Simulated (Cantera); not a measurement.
Transport properties of process gases

Gas mixture: 100 % N2O, at 1000000 Pa, frozen composition.

Cantera's kinetic-theory transport with the Lennard-Jones parameters of GRI-Mech 3.0, ideal gas; thermal conductivity in the mixture-averaged form.

```json
[
 {"T (K)": "400", "ρ (kg/m³)": "13.2", "cp (J/kg/K)": "970.3", "μ (µPa s)": "19.5", "λ (mW/m/K)": "25.5", "Pr": "0.741", "D (cm²/s) NH3": "0.0286", "D (cm²/s) H2O": "0.0296", "D (cm²/s) H": "0.168"},
 {"T (K)": "500", "ρ (kg/m³)": "10.6", "cp (J/kg/K)": "1043", "μ (µPa s)": "23.6", "λ (mW/m/K)": "33.2", "Pr": "0.740", "D (cm²/s) NH3": "0.0440", "D (cm²/s) H2O": "0.0457", "D (cm²/s) H": "0.252"},
 {"T (K)": "600", "ρ (kg/m³)": "8.82", "cp (J/kg/K)": "1101", "μ (µPa s)": "27.3", "λ (mW/m/K)": "40.7", "Pr": "0.739", "D (cm²/s) NH3": "0.0621", "D (cm²/s) H2O": "0.0648", "D (cm²/s) H": "0.347"},
 {"T (K)": "700", "ρ (kg/m³)": "7.56", "cp (J/kg/K)": "1150", "μ (µPa s)": "30.8", "λ (mW/m/K)": "47.9", "Pr": "0.739", "D (cm²/s) NH3": "0.0826", "D (cm²/s) H2O": "0.0864", "D (cm²/s) H": "0.455"},
 {"T (K)": "800", "ρ (kg/m³)": "6.62", "cp (J/kg/K)": "1192", "μ (µPa s)": "34.0", "λ (mW/m/K)": "54.9", "Pr": "0.739", "D (cm²/s) NH3": "0.105", "D (cm²/s) H2O": "0.110", "D (cm²/s) H": "0.573"},
 {"T (K)": "900", "ρ (kg/m³)": "5.88", "cp (J/kg/K)": "1227", "μ (µPa s)": "37.1", "λ (mW/m/K)": "61.5", "Pr": "0.740", "D (cm²/s) NH3": "0.130", "D (cm²/s) H2O": "0.137", "D (cm²/s) H": "0.701"},
 {"T (K)": "1000", "ρ (kg/m³)": "5.29", "cp (J/kg/K)": "1255", "μ (µPa s)": "40.0", "λ (mW/m/K)": "68.0", "Pr": "0.739", "D (cm²/s) NH3": "0.157", "D (cm²/s) H2O": "0.165", "D (cm²/s) H": "0.839"}
]
```
D: mixture-averaged diffusion coefficient of that species in the mixture.
